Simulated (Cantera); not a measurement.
What does this Cantera script print?

```python
import numpy as np
import cantera as ct

gas_names = """
    B BH BH2 BH3 BN BO BO2 B2 B2O B2O2 B2O3 B3O3H3 H HBO HBO2 HNO HNO2 HNO3 HO2 H2 H2O H2O2 H3B3O6 N NH
    NH2 NH3 NH2OH NO NO2 NO3 N2 N2H2 N2H4 N2O O OH O2 O3
""".split()
cond_names = """
    B(b) B(L) BN(s) B2O3(L) B3O3H3(cr) H2O(s) H2O(L)
""".split()


# ... load() reads the species with a 1 bar reference pressure and builds the phases ...
atoms = {
    'borazine': {'B': 3, 'N': 3, 'H': 6},
    'O2': {'O': 2},
}
top_T = {'BN(s)': 3200}  # K; cautious upper limits of use, not melting points


# ... equilibrate(T, P, feed) seeds the gas with the atoms and calls Mixture.equilibrate('TP', solver="vcs", rtol=1e-11, max_steps=5000) ...
results = []
feed = {'borazine': 1, 'O2': 0.49}  # mol
P = 330  # Pa
for T in [948, 1048, 1148, 1248, 1348, 1448, 1548, 1648, 1748, 1848, 1948, 2048, 2148, 2248]:
    mix = equilibrate(T, P, feed)
    results.append((T, P, feed, dict(zip(mix.species_names, mix.species_moles))))
    x = sorted(zip(gas.X, gas.species_names), reverse=True)
    print(f"T = {T:g} K  P = {P:g} Pa  gas = {mix.phase_moles(0):.4g} mol")
    print("   x: " + "  ".join(f"{s} {v:.3e}" for v, s in x if v > 0.0001))
    print("   condensed (mol): " + ("  ".join(f"{mix.phase(i).name} {mix.phase_moles(i):.4g}"
          for i in range(1, mix.n_phases) if mix.phase_moles(i) > 1e-12) or "none"))
```

Output:

```
T = 948 K  P = 330 Pa  gas = 3.326 mol
   x: H2 9.014e-01  N2 9.801e-02  H2O 6.106e-04
   condensed (mol): BN(s) 2.348  B2O3(L) 0.326
T = 1048 K  P = 330 Pa  gas = 3.326 mol
   x: H2 9.014e-01  N2 9.801e-02  H2O 5.891e-04
   condensed (mol): BN(s) 2.348  B2O3(L) 0.3259
T = 1148 K  P = 330 Pa  gas = 3.326 mol
   x: H2 9.013e-01  N2 9.800e-02  H2O 5.645e-04  HBO2 1.582e-04
   condensed (mol): BN(s) 2.348  B2O3(L) 0.3257
T = 1248 K  P = 330 Pa  gas = 3.327 mol
   x: H2 9.008e-01  N2 9.791e-02  HBO2 6.477e-04  H2O 5.391e-04
   condensed (mol): BN(s) 2.348  B2O3(L) 0.3245
T = 1348 K  P = 330 Pa  gas = 3.331 mol
   x: H2 8.987e-01  N2 9.767e-02  HBO2 2.115e-03  HBO 7.065e-04  H2O 5.134e-04  B2O3 2.024e-04
   condensed (mol): BN(s) 2.349  B2O3(L) 0.3199
T = 1448 K  P = 330 Pa  gas = 3.35 mol
   x: H2 8.900e-01  N2 9.713e-02  HBO2 5.764e-03  HBO 4.131e-03  B2O3 2.179e-03  H2O 4.851e-04  B2O2 1.654e-04  H 1.514e-04
   condensed (mol): BN(s) 2.349  B2O3(L) 0.3009
T = 1548 K  P = 330 Pa  gas = 3.458 mol
   x: H2 8.508e-01  N2 9.616e-02  HBO 1.876e-02  B2O3 1.700e-02  HBO2 1.339e-02  B2O2 2.718e-03  H 4.944e-04  H2O 4.425e-04  BO 2.655e-04
   condensed (mol): BN(s) 2.335  B2O3(L) 0.2083
T = 1648 K  P = 330 Pa  gas = 3.752 mol
   x: H2 7.646e-01  N2 9.938e-02  HBO 5.194e-02  B2O3 4.615e-02  B2O2 1.828e-02  HBO2 1.599e-02  BO 1.964e-03  H 1.356e-03  H2O 2.962e-04
   condensed (mol): BN(s) 2.254
T = 1748 K  P = 330 Pa  gas = 3.87 mol
   x: H2 7.298e-01  N2 1.098e-01  HBO 7.972e-02  B2O2 3.657e-02  B2O3 2.617e-02  HBO2 7.362e-03  BO 7.015e-03  H 3.398e-03  H2O 1.375e-04
   condensed (mol): BN(s) 2.15
T = 1848 K  P = 330 Pa  gas = 3.984 mol
   x: H2 6.986e-01  N2 1.170e-01  HBO 9.819e-02  B2O2 4.810e-02  BO 1.834e-02  B2O3 9.328e-03  H 7.714e-03  HBO2 2.584e-03
   condensed (mol): BN(s) 2.068
T = 1948 K  P = 330 Pa  gas = 4.078 mol
   x: H2 6.759e-01  N2 1.188e-01  HBO 1.025e-01  B2O2 4.586e-02  BO 3.743e-02  H 1.617e-02  B2O3 2.337e-03  HBO2 7.408e-04  B2O 1.768e-04
   condensed (mol): BN(s) 2.032
T = 2048 K  P = 330 Pa  gas = 4.182 mol
   x: H2 6.533e-01  N2 1.174e-01  HBO 9.593e-02  BO 6.419e-02  B2O2 3.577e-02  H 3.151e-02  B2O 8.315e-04  B2O3 4.878e-04  BH2 3.128e-04  HBO2 1.930e-04
   condensed (mol): BN(s) 2.018
T = 2148 K  P = 330 Pa  gas = 5.343 mol
   x: H2 5.035e-01  N2 2.786e-01  BO 8.239e-02  HBO 6.348e-02  H 5.148e-02  B2O2 1.774e-02  B2O 1.716e-03  BH2 5.190e-04  B 3.992e-04
   condensed (mol): B(b) 1.984  BN(s) 0.02285
T = 2248 K  P = 330 Pa  gas = 5.543 mol
   x: H2 4.722e-01  N2 2.706e-01  BO 1.057e-01  H 8.788e-02  HBO 4.862e-02  B2O2 9.810e-03  B2O 2.704e-03  B 1.578e-03  BH2 7.809e-04
   condensed (mol): B(b) 1.992
```

Method: chemical equilibrium by Gibbs-energy minimisation in Cantera with the NASA 1993 tables (ideal gas, pure condensed phases). The feed counts by its element totals alone. Mutual solubility and eutectic melting of coexisting phases are not modelled. The tables' values for BH2 are old estimates; treat these amounts as uncertain.
